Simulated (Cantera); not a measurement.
Mixture: CH4 : O2 : N2 = 1 : 3.92 : 20 (molar parts), equivalence ratio 0.51, at 4.00 bar, adiabatic and at constant volume. Ignition delay is the time to a rise of 400 K.

Computed with Cantera and GRI-Mech 3.0 (53 species, 325 reactions).

What does this change do: constant pressure in place of constant volume?


```tsv
quantity	before	after
delay at 1275 K	4.46 ms	4.62 ms
delay at 1425 K	0.816 ms	0.850 ms
delay at 1575 K	0.194 ms	0.203 ms
delay at 1725 K	60.2 µs	63.4 µs
apparent activation energy between 1650 and 1800 K	170 kJ/mol	170 kJ/mol
```
